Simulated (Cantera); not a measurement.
A perfectly stirred reactor is fed with CH₄ : O₂ : N₂ : H₂O = 1 : 3.85 : 14.5 : 0.92 (molar parts), equivalence ratio 0.52, at 0.450 bar; it is adiabatic with a 775 K inlet, and is followed from long to short residence time, starting on the burning branch (τ in s: 0.13, 0.039, 0.012, 0.0035, 0.001, 0.00031, 9.3e-05, 2.8e-05, 8.3e-06).

Cantera simulation using GRI-Mech 3.0 (53 species, 325 reactions); the numbers are that mechanism's predictions, not measurements.

Task: Predict: blow-out, bracketed by the residence times tried; x(CH₄) at τ = 0.130 s; x(O₂) at τ = 0.130 s; x(H₂O) at τ = 0.130 s; x(CO₂) at τ = 0.130 s; x(CH₄) at τ = 1.00 ms; x(O₂) at τ = 1.00 ms; x(H₂O) at τ = 1.00 ms; x(CO₂) at τ = 1.00 ms; x(CH₂CO) at τ = 1.00 ms.

Result: 
- blow-out, bracketed by the residence times tried: burning at 0.310 ms, out at 93.0 µs
- x(CH₄) at τ = 0.130 s: 8.23e-6
- x(O₂) at τ = 0.130 s: 0.0909
- x(H₂O) at τ = 0.130 s: 0.143
- x(CO₂) at τ = 0.130 s: 0.0489
- x(CH₄) at τ = 1.00 ms: 0.000237
- x(O₂) at τ = 1.00 ms: 0.0935
- x(H₂O) at τ = 1.00 ms: 0.135
- x(CO₂) at τ = 1.00 ms: 0.0408
- x(CH₂CO) at τ = 1.00 ms: 3.48e-8
